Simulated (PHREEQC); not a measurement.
0.13 g of hydrous ferric oxide (600 m²/g; 0.2 weak and 0.005 strong sites per Fe, Dzombak-Morel constants, diffuse double layer) in 1 kg of water with 0.005 mol/kgw of an inert sodium salt and 0.048 mmol/kgw CaCl2, 0.00068 mmol/kgw CuSO4 and 0.72 mmol/kgw NaH2PO4, at 25 °C; the pH is set by adding NaOH or the inert anion's acid. Oxygen is held at 0.21 atm. No CO2 enters from the air. Nothing may precipitate in this run.

The series has 13 steps of pH, from 3 to 9.

Computed with PHREEQC (ion-association model, wateq4f.dat).

Q: Near which pH is half of the Ca sorbed, and on which side is more sorbed?

A: Near pH 8.7, with more sorbed at higher pH.

Q: Near which pH is half of the Cu sorbed, and on which side is more sorbed?

A: Near pH 4.8, with more sorbed at higher pH.

Q: At which pH does the surface charge pass through zero?

A: Near pH 5.0.

Along this series the solution becomes supersaturated in solids that the run did not let form, among them Hydroxyapatite. Complexes and solids missing from the database can't appear. H3PO4, which wateq4f.dat lacks, is added to it with the constant of phreeqc.dat. The database has no phosphate complexes of Cu. The database's constant for dissolved Cu(OH)2 is higher than later reviews accept. The oxide is taken as insoluble; below pH 4 it would dissolve.
